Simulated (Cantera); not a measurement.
Cantera run:

```python
import numpy as np
import cantera as ct

gas_names = """
    O2 NbO2 TiO PbO
""".split()
cond_names = """
    Nb(cr) Nb(L) Ti(a) Ti(b) Ti(L) Ti2O3(a) Ti2O3(b) Ti2O3(L) Pb(cr) Pb(L)
""".split()


# ... load() reads the species with a 1 bar reference pressure and builds the phases ...
species = {s.name: s for s in load("nasa_gas.yaml", gas_names) + load("nasa_condensed.yaml", cond_names)}
# Each term lists the table entries of one substance; the one whose range holds T is used.
reactions = {
    'Nb + O2(g) = NbO2(g)':
        [(-1, ['Nb(cr)', 'Nb(L)']), (-1, ['O2']), (1, ['NbO2'])],
    '2 Ti + O2(g) = 2 TiO(g)':
        [(-2, ['Ti(a)', 'Ti(b)', 'Ti(L)']), (-1, ['O2']), (2, ['TiO'])],
    '1.333 Ti + O2(g) = 0.6667 Ti2O3':
        [(-1.3333333333333333, ['Ti(a)', 'Ti(b)', 'Ti(L)']), (-1, ['O2']), (0.6666666666666666, ['Ti2O3(a)', 'Ti2O3(b)', 'Ti2O3(L)'])],
    '2 Pb + O2(g) = 2 PbO(g)':
        [(-2, ['Pb(cr)', 'Pb(L)']), (-1, ['O2']), (2, ['PbO'])],
}


def pick(names, T):
    return next(species[n] for n in names if species[n].thermo.min_temp <= T <= species[n].thermo.max_temp)


results = []
for label, terms in reactions.items():
    print(label)
    print("     T/K   dH/kJ  dS/(J/K)   dG/kJ   log10 K")
    for T in [300, 950, 975, 1000, 1025, 1050, 1075, 1100, 1125, 1150, 1175, 1200]:
        used = [(nu, pick(names, T)) for nu, names in terms]
        dH = sum(nu * s.thermo.h(T) for nu, s in used) / 1e6
        dS = sum(nu * s.thermo.s(T) for nu, s in used) / 1e3
        dG = dH - T * dS / 1e3
        logK = -dG * 1e6 / (ct.gas_constant * T * np.log(10))
        results.append((label, T, dH, dS, dG, logK, [s.name for _, s in used]))
        print(f"{T:8g} {dH:8.1f} {dS:8.1f} {dG:8.1f} {logK:8.2f}")
```

Result:

```
Nb + O2(g) = NbO2(g)
     T/K   dH/kJ  dS/(J/K)   dG/kJ   log10 K
     300   -200.0     31.2   -209.4    36.46
     950   -204.5     22.9   -226.3    12.44
     975   -204.7     22.7   -226.9    12.15
    1000   -204.9     22.5   -227.4    11.88
    1025   -205.1     22.4   -228.0    11.62
    1050   -205.3     22.2   -228.5    11.37
    1075   -205.4     22.0   -229.1    11.13
    1100   -205.6     21.8   -229.6    10.90
    1125   -205.8     21.7   -230.2    10.69
    1150   -206.0     21.5   -230.7    10.48
    1175   -206.2     21.3   -231.3    10.28
    1200   -206.4     21.2   -231.8    10.09
2 Ti + O2(g) = 2 TiO(g)
     T/K   dH/kJ  dS/(J/K)   dG/kJ   log10 K
     300    108.8    200.3     48.7    -8.48
     950     97.3    180.8    -74.4     4.09
     975     96.7    180.2    -79.0     4.23
    1000     96.1    179.6    -83.5     4.36
    1025     95.5    178.9    -87.9     4.48
    1050     94.8    178.3    -92.4     4.60
    1075     94.0    177.5    -96.8     4.71
    1100     93.1    176.7   -101.3     4.81
    1125     92.1    175.8   -105.7     4.91
    1150     90.9    174.8   -110.1     5.00
    1175     82.7    167.7   -114.3     5.08
    1200     82.3    167.3   -118.5     5.16
1.333 Ti + O2(g) = 0.6667 Ti2O3
     T/K   dH/kJ  dS/(J/K)   dG/kJ   log10 K
     300  -1013.9   -194.4   -955.6   166.37
     950  -1001.2   -173.4   -836.4    45.99
     975  -1000.7   -172.9   -832.1    44.58
    1000  -1000.2   -172.4   -827.8    43.24
    1025   -999.7   -172.0   -823.5    41.96
    1050   -999.3   -171.6   -819.2    40.75
    1075   -999.0   -171.2   -814.9    39.60
    1100   -998.6   -170.9   -810.6    38.49
    1125   -998.4   -170.7   -806.4    37.44
    1150   -998.3   -170.6   -802.1    36.43
    1175  -1002.8   -174.5   -797.7    35.46
    1200  -1002.2   -174.0   -793.4    34.53
2 Pb + O2(g) = 2 PbO(g)
     T/K   dH/kJ  dS/(J/K)   dG/kJ   log10 K
     300    140.6    145.2     97.0   -16.89
     950    118.3    107.2     16.4    -0.90
     975    117.8    106.7     13.7    -0.74
    1000    117.3    106.2     11.1    -0.58
    1025    116.8    105.7      8.4    -0.43
    1050    116.3    105.2      5.8    -0.29
    1075    115.8    104.8      3.2    -0.15
    1100    115.4    104.4      0.6    -0.03
    1125    114.9    103.9     -2.0     0.09
    1150    114.4    103.5     -4.6     0.21
    1175    113.9    103.1     -7.2     0.32
    1200    113.5    102.7     -9.8     0.43
```

Cantera with NASA thermochemical tables; ideal gases at 1 bar, condensed phases pure. Condensed species are held in their standard states even where they would react or evaporate.
